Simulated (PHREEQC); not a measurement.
Model water analysis in mg/L, 50 °C, pH 7.94, pe 11.7:

```
constituent          mg/L
------------------  -----
Na                   5920
K                     423
Ca                    120
Mg                    448
Cl                  10000
S(6) as SO4           806
Alkalinity as HCO3   67.5
Sr                    251
Pb                   11.1
Si as SiO2           20.6
Ba                   2.75
```

Cl is adjusted to close the charge balance.
Valence states are taken as typed.

All values are PHREEQC results (ion-association model, phreeqc.dat), not measurements.

```
Quantity                     Result
--------------------  -------------
ionic strength        0.343 mol/kgw
activity of water             0.970
specific conductance    47300 µS/cm
density                 1.001 g/cm³
```

```json
[
 {"species": "O2", "molality": "1.16", "activity": "1.25", "log γ": "0.034"},
 {"species": "Cl-", "molality": "0.305", "activity": "0.202", "log γ": "-0.178"},
 {"species": "Na+", "molality": "0.261", "activity": "0.186", "log γ": "-0.146"},
 {"species": "Mg+2", "molality": "0.0167", "activity": "0.00487", "log γ": "-0.536"},
 {"species": "K+", "molality": "0.0109", "activity": "0.00719", "log γ": "-0.181"},
 {"species": "SO4-2", "molality": "0.00457", "activity": "0.00103", "log γ": "-0.648"},
 {"species": "Ca+2", "molality": "0.00288", "activity": "0.000762", "log γ": "-0.578"},
 {"species": "Sr+2", "molality": "0.00272", "activity": "0.000721", "log γ": "-0.577"},
 {"species": "MgSO4", "molality": "0.00196", "activity": "0.00212", "log γ": "0.034"}
]
```

No solid was allowed to form. The solution is supersaturated, for example in Pb(OH)2, Cerussite, so a real one may precipitate; this is no full list. Away from 25 °C the constants follow the database's enthalpies or fits; those with neither stay at their 25 °C values.
